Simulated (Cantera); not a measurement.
A diamond (100) surface in a fixed gas of H2 with x(CH4) = 0.0035, x(CH3) = 1.4e-05, at 1350 K, 24000 Pa; coverages are run to steady state.

Cantera simulation using the Harris–Goodwin 1993 mechanism for the reconstructed diamond (100) surface; the numbers are that mechanism's predictions, not measurements.

One state of this run: growth (µm/h) = 0.110; θ c6HH = 0.543; θ c6H* = 0.0410; θ c6*H = 0.404; θ c6** = 0.0113. θ: site fractions in the mechanism's names (c6HH fully hydrogenated, c6H* and c6*H radical sites, c6** diradical, c6HM methylated).

Q: Which value of x(H) does it belong to?
A) 0.0017
B) 0.00026
C) 0.0044
D) 0.00066

A: B, 0.00026
